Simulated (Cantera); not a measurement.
An adiabatic, constant-pressure homogeneous reactor starts with 33.5 % H2, 14.0 % O2, 52.6 % N2, equivalence ratio 1.2, at 1550 K and 0.250 bar.

Detailed kinetics in Cantera: the H2/O2 subset of GRI-Mech 3.0, which has no nitrogen chemistry.

Q: Predict: time of steepest temperature rise; temperature at 0.500 s; equilibrium temperature; x(H2) at 0.500 s; x(O2) at 0.500 s; x(OH) at 0.500 s; x(H2O2) at 0.500 s; x(HO2) at 0.500 s; x(H2O) at 0.500 s; x(H) at 0.500 s.

A: 
```
Item                                                                Result
---------------------------------  ---------------------------------------
time of steepest temperature rise                                  43.8 µs
temperature at 0.500 s                                              2761 K
equilibrium temperature                                             2761 K
x(H2) at 0.500 s                     0.0872 (gas-phase equilibrium 0.0872)
x(O2) at 0.500 s                     0.0109 (gas-phase equilibrium 0.0109)
x(OH) at 0.500 s                     0.0319 (gas-phase equilibrium 0.0319)
x(H2O2) at 0.500 s                 1.48e-7 (gas-phase equilibrium 1.48e-7)
x(HO2) at 0.500 s                  3.17e-6 (gas-phase equilibrium 3.17e-6)
x(H2O) at 0.500 s                      0.242 (gas-phase equilibrium 0.242)
x(H) at 0.500 s                      0.0424 (gas-phase equilibrium 0.0424)
```
